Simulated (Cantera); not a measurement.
A perfectly stirred reactor is fed with CH4 : O2 : N2 = 1 : 2.9 : 10.9 (molar parts), at 1.01 bar; it is adiabatic with a 600 K inlet, and is followed from long to short residence time, starting on the burning branch (τ in s: 0.064, 0.028, 0.012, 0.0052, 0.0023, 0.00098, 0.00042, 0.00018, 7.9e-05).

Computed with Cantera and GRI-Mech 3.0 (53 species, 325 reactions).

Question: What does this change do: O2 2.9 to 1.8 parts?

Answer: 
```
quantity                                                                          before                                 after
------------------------------------------------  --------------------------------------  ------------------------------------
blow-out, bracketed by the residence times tried  burning at 79.0 µs, the shortest tried  burning at 0.420 ms, out at 0.180 ms
x(CH4) at τ = 64.0 ms                                                            6.38e-6                               1.35e-5
x(O2) at τ = 64.0 ms                                                              0.0604                              0.000618
x(C2H4) at τ = 64.0 ms                                                          4.11e-10                               9.01e-9
x(CH2CO) at τ = 64.0 ms                                                         2.89e-10                               1.66e-8
x(H) at τ = 64.0 ms                                                              7.28e-5                               0.00110
x(CH4) at τ = 2.30 ms                                                            6.35e-5                              0.000101
x(O2) at τ = 2.30 ms                                                              0.0621                               0.00404
x(C2H4) at τ = 2.30 ms                                                           1.16e-8                               1.39e-7
x(CH2CO) at τ = 2.30 ms                                                          1.22e-8                               7.85e-8
x(H) at τ = 2.30 ms                                                             0.000955                               0.00404
```

Question: What does this change do: CH4 1 to 1.3 parts?

Answer: 
```tsv
quantity	before	after
blow-out, bracketed by the residence times tried	burning at 79.0 µs, the shortest tried	burning at 79.0 µs, the shortest tried
x(CH4) at τ = 64.0 ms	6.38e-6	3.05e-6
x(O2) at τ = 64.0 ms	0.0604	0.0219
x(C2H4) at τ = 64.0 ms	4.11e-10	1.13e-10
x(CH2CO) at τ = 64.0 ms	2.89e-10	3.69e-10
x(H) at τ = 64.0 ms	7.28e-5	0.000576
x(CH4) at τ = 2.30 ms	6.35e-5	4.36e-5
x(O2) at τ = 2.30 ms	0.0621	0.0276
x(C2H4) at τ = 2.30 ms	1.16e-8	1.02e-8
x(CH2CO) at τ = 2.30 ms	1.22e-8	1.29e-8
x(H) at τ = 2.30 ms	0.000955	0.00250
```
